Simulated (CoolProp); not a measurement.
Acetone along the isotherm 276.85 °C: Z from the reference equation and from simpler models built on Tc = 235.0 °C, pc = 4.692 MPa, ω = 0.307; each cubic takes its own stable root.

Values from CoolProp's reference Helmholtz-energy equation of state, Lemmon 2006. It is a short technical equation, of lower accuracy than the large ones.

```csv
p (MPa),phase,reference,Pitzer virial,van der Waals,Peng-Robinson
0.18,gas,0.9885,0.9899,0.9905,0.9887
0.361,gas,0.9768,0.9798,0.9809,0.9773
0.541,gas,0.9651,0.9698,0.9712,0.9659
0.722,gas,0.9533,0.9596,0.9612,0.9542
0.902,gas,0.9414,0.9496,0.9511,0.9426
1.08,gas,0.9295,0.9396,0.9410,0.9310
1.26,gas,0.9174,0.9296,0.9306,0.9192
1.44,gas,0.9052,0.9195,0.9200,0.9072
1.62,gas,0.8929,0.9094,0.9091,0.8951
1.8,gas,0.8805,0.8994,0.8981,0.8830
1.99,gas,0.8672,0.8888,0.8862,0.8700
2.17,gas,0.8545,0.8787,0.8747,0.8575
2.35,gas,0.8416,0.8686,0.8629,0.8450
```
